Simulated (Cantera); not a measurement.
What does this Cantera script print?

```python
import numpy as np
import cantera as ct

gas_names = """
    C CH CH2 CH3 CH2OH CH3O CH4 CH3OH CO CO2 COOH C2 C2H CHCO,ketyl C2H2,acetylene C2H2,vinylidene
    CH2CO,ketene C2H3,vinyl CH3CO,acetyl C2H4 C2H4O,ethylen CH3CHO,ethanal CH3COOH (HCOOH)2 C2H5 C2H6
    CH3OCH3 C2H5OH C2O C3 C3H3,propargyl C3H4,allene C3H4,propyne C3H4,cyclo- C3H5,allyl C3H6,propylene
    C3H6,cyclo- C3H6O C3H7,n-propyl C3H7,i-propyl C3H8 C3H8O,1propanol C3H8O,2propanol C3O2 C4 C4H2
    C4H4,1,3-cyclo- C4H6,butadiene C4H6,2-butyne C4H6,cyclo- C4H8,1-butene C4H8,cis2-buten
    C4H8,tr2-butene C4H8,isobutene C4H8,cyclo- (CH3COOH)2 C4H9,n-butyl C4H9,i-butyl C4H9,s-butyl
    C4H9,t-butyl C4H10,isobutane C4H10,n-butane C5 C5H6,1,3cyclo- C5H8,cyclo- C5H10,1-pentene
    C5H10,cyclo- C5H11,pentyl C5H11,t-pentyl C5H12,n-pentane C5H12,i-pentane CH3C(CH3)2CH3 C6H2
    C6H5,phenyl C6H5O,phenoxy C6H6 C6H5OH,phenol C6H10,cyclo- C6H12,1-hexene C6H12,cyclo- C6H13,n-hexyl
    C7H7,benzyl C7H8 C7H8O,cresol C7H14,1-heptene C7H15,n-heptyl C7H16,n-heptane C8H8,styrene
    C8H10,ethylbenz C8H16,1-octene C8H17,n-octyl C8H18,isooctane C8H18,n-octane C9H19,n-nonyl
    C10H8,naphthale C10H21,n-decyl C12H9,o-bipheny C12H10,bipheny H HCO HO2 H2 HCHO,formaldehy HCOOH H2O
    H2O2 Na NaH NaO NaOH Na2 Na2O Na2O2H2 O OH O2 O3
""".split()
cond_names = """
    C(gr) C6H6(L) C7H8(L) C8H18(L),n-octa H2O(s) H2O(L) Na(cr) Na(L) NaOH(a) NaOH(L) NaO2(s) Na2CO3(I)
    Na2CO3(II) Na2CO3(L) Na2O(c) Na2O(a) Na2O(L) Na2O2(a) Na2O2(b)
""".split()


def load(file, names, dense=False):
    # The tables refer to 1 bar. Condensed volumes are neglected.
    table = {s.name: s for s in ct.Species.list_from_file(file)}
    out = []
    for n in names:
        d = dict(table[n].input_data)
        d["thermo"] = dict(d["thermo"], **{"reference-pressure": 1e5})
        if dense:
            d["equation-of-state"] = {"model": "constant-volume", "density": "1e6 g/cm^3"}
        out.append(ct.Species.from_dict(d))
    return out


gas = ct.Solution(thermo="ideal-gas", species=load("nasa_gas.yaml", gas_names))
cond = {s.name: ct.Solution(thermo="fixed-stoichiometry", species=[s], name=s.name)
        for s in load("nasa_condensed.yaml", cond_names, dense=True)}
atoms = {
    'NaOH': {'Na': 1, 'O': 1, 'H': 1},
    'CO2': {'C': 1, 'O': 2},
}
top_T = {'C(gr)': 4500, 'NaO2(s)': 800, 'Na2O2(b)': 940}  # K; cautious upper limits of use, not melting points


def equilibrate(T, P, feed):
    n = {}
    for name, mol in feed.items():
        for a, k in atoms[name].items():
            n[a] = n.get(a, 0.0) + k * mol
    gas.TPX = T, P, n
    mass = sum(n.values()) * gas.mean_molecular_weight
    gas.equilibrate("TP")
    valid = [c for c in cond.values() if c.min_temp <= T <= top_T.get(c.name, c.max_temp)]
    mix = ct.Mixture([(gas, mass / gas.mean_molecular_weight)] + [(c, 0.0) for c in valid])
    mix.T, mix.P = T, P
    mix.equilibrate("TP", solver="vcs", rtol=1e-11, max_steps=5000)
    return mix


results = []
T = 775  # K
P = 1000  # Pa
for m in [0.077, 0.15, 0.28, 0.54, 1, 2, 3.8]:
    feed = {'NaOH': 1, 'CO2': m}  # mol
    mix = equilibrate(T, P, feed)
    results.append((T, P, feed, dict(zip(mix.species_names, mix.species_moles))))
    x = sorted(zip(gas.X, gas.species_names), reverse=True)
    print(f"T = {T:g} K  P = {P:g} Pa  n(CO2) = {m:g} mol  gas = {mix.phase_moles(0):.4g} mol")
    print("   x: " + "  ".join(f"{s} {v:.3e}" for v, s in x if v > 0.001))
    print("   condensed (mol): " + ("  ".join(f"{mix.phase(i).name} {mix.phase_moles(i):.4g}"
          for i in range(1, mix.n_phases) if mix.phase_moles(i) > 1e-12) or "none"))
```

Result:

```
T = 775 K  P = 1000 Pa  n(CO2) = 0.077 mol  gas = 0.077 mol
   x: H2O 1.000e+00
   condensed (mol): NaOH(L) 0.846  Na2CO3(II) 0.077
T = 775 K  P = 1000 Pa  n(CO2) = 0.15 mol  gas = 0.15 mol
   x: H2O 1.000e+00
   condensed (mol): NaOH(L) 0.7  Na2CO3(II) 0.15
T = 775 K  P = 1000 Pa  n(CO2) = 0.28 mol  gas = 0.28 mol
   x: H2O 1.000e+00
   condensed (mol): NaOH(L) 0.44  Na2CO3(II) 0.28
T = 775 K  P = 1000 Pa  n(CO2) = 0.54 mol  gas = 0.54 mol
   x: H2O 9.259e-01  CO2 7.407e-02
   condensed (mol): Na2CO3(II) 0.5
T = 775 K  P = 1000 Pa  n(CO2) = 1 mol  gas = 1 mol
   x: CO2 5.000e-01  H2O 5.000e-01
   condensed (mol): Na2CO3(II) 0.5
T = 775 K  P = 1000 Pa  n(CO2) = 2 mol  gas = 2 mol
   x: CO2 7.500e-01  H2O 2.500e-01
   condensed (mol): Na2CO3(II) 0.5
T = 775 K  P = 1000 Pa  n(CO2) = 3.8 mol  gas = 3.8 mol
   x: CO2 8.684e-01  H2O 1.316e-01
   condensed (mol): Na2CO3(II) 0.5
```

Equilibrium computed with Cantera from the NASA thermochemical tables; the gas is ideal and each condensed phase is pure.
